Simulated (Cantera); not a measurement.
An isothermal, constant-pressure homogeneous reactor starts with CH4 : H2O : H2 = 1 : 1.2 : 0.24 (molar parts), at 1725 K and 0.132 atm. Integrator tolerance rtol = 1e-08.

Computed with Cantera and GRI-Mech 3.0 (53 species, 325 reactions).

Question: What does this change do: temperature 1725 to 2200 K?

Answer: 
```
quantity                                             before                                      after
-----------------  ----------------------------------------  -----------------------------------------
x(CH4) at 20.0 s    0.00145 (gas-phase equilibrium 1.54e-8)  4.48e-10 (gas-phase equilibrium 5.15e-10)
x(H2O) at 20.0 s      0.0461 (gas-phase equilibrium 0.0415)      0.0422 (gas-phase equilibrium 0.0422)
x(H2) at 20.0 s         0.728 (gas-phase equilibrium 0.733)        0.721 (gas-phase equilibrium 0.721)
x(HCO) at 20.0 s    9.38e-9 (gas-phase equilibrium 9.53e-9)    9.13e-8 (gas-phase equilibrium 9.13e-8)
x(C2H2) at 20.0 s  0.00164 (gas-phase equilibrium 3.18e-12)  1.30e-12 (gas-phase equilibrium 1.49e-12)
```
